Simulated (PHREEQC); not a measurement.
A made-up water analysis in mg/L, 20 °C, pH 3.98, pe 10.1:

```tsv
constituent	mg/L
Na	324
K	87
Ca	181
Mg	401
Cl	501
S(6) as SO4	2240
Pb	7.3
```

Valence states are taken as typed.

All values are PHREEQC results (ion-association model, wateq4f.dat), not measurements.

Each row changes one thing in this solution. No solid was allowed to form.

```tsv
case	ionic strength (mol/kgw)	SO4-2 (mol/kgw)	Mg+2 (mol/kgw)	MgSO4 (mol/kgw)	Ca+2 (mol/kgw)	K+ (mol/kgw)	SI of Anglesite (PbSO4)	SI of Gypsum (CaSO4:2H2O)
as made	0.0731	0.0153	0.0106	0.00600	0.00300	0.00215	+0.34	-0.51
Pb from 7.3 to 21.9 mg/L	0.0731	0.0152	0.0106	0.00599	0.00300	0.00215	+0.82	-0.51
all concentrations times 4 at the same typed pH	0.257	0.0511	0.0357	___	0.0105	___	+0.95	+0.22
```

**Question.** Complete the blanks.

**Answer.** 
- all concentrations times 4 at the same typed pH, MgSO4 (mol/kgw): 0.0312
- all concentrations times 4 at the same typed pH, K+ (mol/kgw): 0.00834

Some of these states are supersaturated (in Anglesite, Gypsum, for instance).
